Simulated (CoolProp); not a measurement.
The fluid at 298.15 K and 0.323 MPa is throttled through a valve to 0.173 MPa with no heat exchange. The same conditions are run with several fluids, on thermodynamics alone (safety and materials aside).

Computed with CoolProp (reference Helmholtz-energy equation of state of each fluid (C2F6 (R116): Lemmon 2006; methane: Setzmann 1991; hydrogen sulfide: Lemmon 2006; ethane: Bücker 2006; propyne: Polt 1992)). The equations of Platzer and Polt are older, rougher fits.

**Question.** Rank C2F6 (R116), methane, hydrogen sulfide, ethane, propyne by temperature change (K), highest first.

**Answer.** methane (-0.7), C2F6 (R116) (-1.3), ethane (-1.7), hydrogen sulfide (-2.6), propyne (-3.8)

```json
[
 {"fluid": "C2F6 (R116)", "final density (kg/m³)": "9.85"},
 {"fluid": "methane", "final density (kg/m³)": "1.13"},
 {"fluid": "hydrogen sulfide", "final density (kg/m³)": "2.43"},
 {"fluid": "ethane", "final density (kg/m³)": "2.14"},
 {"fluid": "propyne", "final density (kg/m³)": "2.92"}
]
```
